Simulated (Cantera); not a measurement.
# Equilibrium for aluminium nitride and oxide growth: Al + O2 + H2

A closed system holds: 1 mol Al, 0.22 mol O2, 37 mol H2, at 0.133 bar.

Cantera equilibrium calculation (NASA polynomials, part measured and part estimated; ideal gas, pure solids and liquids). Candidate condensed phases: Al, Al2O3, H2O; 19 gas species. Mutual solubility and eutectic melting of coexisting phases are not modelled. The tables' values for AlOH are old estimates; treat these amounts as uncertain. Rates play no part.

From 400 °C to 600 °C the condensed part is Al(s) + Al2O3(s). From 700 °C to 1500 °C the condensed part is Al(l) + Al2O3(s). From 1600 °C to 1700 °C the condensed part is Al2O3(s).

| T (°C) | x H2 | x Al2O | x Al | x H | x AlH | x AlOH | n Al(s) | n Al2O3(s) | n Al(l) |
|---|---|---|---|---|---|---|---|---|---|
| 400 | 1.00 | <1e-12 | <1e-12 | <1e-12 | <1e-12 | <1e-12 | 0.707 | 0.147 | 0 |
| 500 | 1.00 | <1e-12 | <1e-12 | 2.49e-12 | <1e-12 | <1e-12 | 0.707 | 0.147 | 0 |
| 600 | 1.00 | <1e-12 | 1.41e-12 | 1.28e-10 | 4.11e-11 | <1e-12 | 0.707 | 0.147 | 0 |
| 700 | 1.00 | 4.34e-12 | 1.33e-10 | 2.96e-9 | 1.39e-9 | <1e-12 | 0 | 0.147 | 0.707 |
| 800 | 1.00 | 3.72e-10 | 4.92e-9 | 3.84e-8 | 2.21e-8 | <1e-12 | 0 | 0.147 | 0.707 |
| 900 | 1.000 | 1.46e-8 | 9.72e-8 | 3.23e-7 | 2.18e-7 | 2.70e-11 | 0 | 0.147 | 0.707 |
| 1000 | 1.000 | 3.16e-7 | 1.19e-6 | 1.95e-6 | 1.49e-6 | 4.82e-10 | 0 | 0.147 | 0.707 |
| 1100 | 1.000 | 4.29e-6 | 1.00e-5 | 9.12e-6 | 7.59e-6 | 5.61e-9 | 0 | 0.147 | 0.706 |
| 1200 | 1.000 | 4.03e-5 | 6.30e-5 | 3.46e-5 | 3.09e-5 | 4.63e-8 | 0 | 0.146 | 0.701 |
| 1300 | 0.999 | 0.000281 | 0.000311 | 0.000111 | 0.000104 | 2.89e-7 | 0 | 0.143 | 0.677 |
| 1400 | 0.997 | 0.00154 | 0.00126 | 0.000311 | 0.000304 | 1.44e-6 | 0 | 0.128 | 0.572 |
| 1500 | 0.987 | 0.00687 | 0.00436 | 0.000774 | 0.000776 | 5.93e-6 | 0 | 0.0608 | 0.171 |
| 1600 | 0.982 | 0.00901 | 0.00595 | 0.00175 | 0.000811 | 1.60e-5 | 0 | 0.0334 | 0 |
| 1700 | 0.980 | 0.00874 | 0.00642 | 0.00366 | 0.000689 | 3.65e-5 | 0 | 0.0364 | 0 |
x: gas mole fraction; n: condensed amount in mol.
